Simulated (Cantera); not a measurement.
## Thermodynamics of oxide etching and cleaning by halides, feed B2O3 + F2

Feed: 1 mol B2O3, 4.3 mol F2, equilibrated at 34.0 mbar.

Method: chemical equilibrium by Gibbs-energy minimisation in Cantera with the NASA 1993 tables (ideal gas, pure condensed phases). Candidate condensed phases: B, B2O3; 21 gas species. The numbers say what is thermodynamically allowed, not how fast it happens.

```csv
T (K),x F,x BF3,x O2,x F2,x O
825,0.0327,0.410,0.307,0.250,<1e-12
900,0.0828,0.399,0.300,0.218,1.60e-11
975,0.167,0.382,0.286,0.164,2.09e-10
1050,0.269,0.361,0.270,0.0996,1.89e-9
1125,0.351,0.344,0.258,0.0479,1.27e-8
1200,0.395,0.334,0.251,0.0200,6.81e-8
1275,0.413,0.331,0.248,0.00825,3.02e-7
1350,0.421,0.329,0.247,0.00357,1.14e-6
1425,0.424,0.328,0.246,0.00166,3.73e-6
1500,0.425,0.328,0.246,0.000826,1.09e-5
1575,0.426,0.328,0.246,0.000438,2.88e-5
1650,0.426,0.328,0.246,0.000245,6.96e-5
1725,0.426,0.328,0.246,0.000144,0.000156
```
x: gas mole fraction; nothing condenses.

From 825 K to 1725 K nothing is condensed. The main B-bearing gas is BF3 throughout.
